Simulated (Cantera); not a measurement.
Charge: 1 mol SiCl₄, 4.8 mol HCl, 1.2 mol H₂, equilibrated at 1200 °C and 13300 Pa.

These are equilibrium values from Cantera (NASA tables, ideal gas, pure condensed phases), not measurements of a reactor. Candidate condensed phases: Si; 19 gas species. The tables' values for SiCl₃ are old estimates; treat these amounts as uncertain. Equilibrium is a limit: real reactors are often held back by kinetics, nucleation or transport.

Question: What is the equilibrium state?

Answer: 
```
Property                              Value
--------------------------------  ---------
x(HCl)                                0.710
x(H₂)                                 0.150
x(SiCl₄)                              0.113
x(SiCl₃)                             0.0166
x(SiCl₂)                            0.00834
x(SiHCl₃)                           0.00224
x(Cl)                               5.15e-5
x(H)                                1.34e-5
x(SiH₂Cl₂)                          6.97e-6
gas amount                        7.119 mol
log10 activity of Si(s) (absent)      -3.10
```
